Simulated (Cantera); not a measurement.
An adiabatic, constant-volume homogeneous reactor starts with CH4 : H2 : O2 : N2 = 1 : 0.14 : 1.48 : 5.56 (molar parts), at 1300 K and 0.681 atm. Integrator tolerance rtol = 1e-08.

Model: GRI-Mech 3.0 (53 species, 325 reactions), integrated in Cantera.

### Question
What does this change do: H2 0.14 to 0.36 parts?

### Answer
```csv
quantity,before,after
time of steepest temperature rise,6.11 ms,2.34 ms
temperature at 0.600 s,2841 K,2834 K
equilibrium temperature,2841 K,2834 K
x(CH4) at 0.600 s,<1e-12 (gas-phase equilibrium <1e-12),<1e-12 (gas-phase equilibrium <1e-12)
x(H2) at 0.600 s,0.0612 (gas-phase equilibrium 0.0612),0.0755 (gas-phase equilibrium 0.0755)
x(O2) at 0.600 s,0.00283 (gas-phase equilibrium 0.00283),0.00186 (gas-phase equilibrium 0.00186)
x(CH2CO) at 0.600 s,<1e-12 (gas-phase equilibrium <1e-12),<1e-12 (gas-phase equilibrium <1e-12)
x(CH2) at 0.600 s,<1e-12 (gas-phase equilibrium <1e-12),1.21e-12 (gas-phase equilibrium 1.27e-12)
```

### Question
What does this change do: N2 5.56 to 8.8 parts?

### Answer
```csv
quantity,before,after
time of steepest temperature rise,6.11 ms,9.50 ms
temperature at 0.600 s,2841 K,2627 K
equilibrium temperature,2841 K,2627 K
x(CH4) at 0.600 s,<1e-12 (gas-phase equilibrium <1e-12),<1e-12 (gas-phase equilibrium <1e-12)
x(H2) at 0.600 s,0.0612 (gas-phase equilibrium 0.0612),0.0433 (gas-phase equilibrium 0.0433)
x(O2) at 0.600 s,0.00283 (gas-phase equilibrium 0.00283),0.000689 (gas-phase equilibrium 0.000689)
x(CH2CO) at 0.600 s,<1e-12 (gas-phase equilibrium <1e-12),<1e-12 (gas-phase equilibrium <1e-12)
x(CH2) at 0.600 s,<1e-12 (gas-phase equilibrium <1e-12),<1e-12 (gas-phase equilibrium <1e-12)
```
